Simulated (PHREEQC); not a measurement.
**Silver or lead bath: an equilibrium model**

Solution (25 °C): 0.16 mol AgNO3, 0.015 mol KNO3 and 0.0042 mol Na2SO4 per kg of water. Closed to the air; pH follows from the charge balance.

Model: ion-association model, wateq4f.dat, run in PHREEQC.

| Item | Value |
|---|---|
| pH | 6.52 |
| ionic strength | 0.177 mol/kgw |
| activity of water | 0.994 |

```
species  molality  activity   log γ
-------  --------  --------  ------
NO3-        0.168     0.119  -0.152
Ag+         0.151     0.114  -0.124
K+         0.0149    0.0108  -0.142
Na+       0.00837   0.00628  -0.125
AgNO3     0.00665   0.00693   0.018
SO4-2     0.00216  0.000660  -0.515
AgSO4-    0.00195   0.00146  -0.124
KSO4-     6.63e-5   4.99e-5  -0.123
```

This is a speciation only: nothing precipitates in the calculation. Species that the database lacks are ignored.
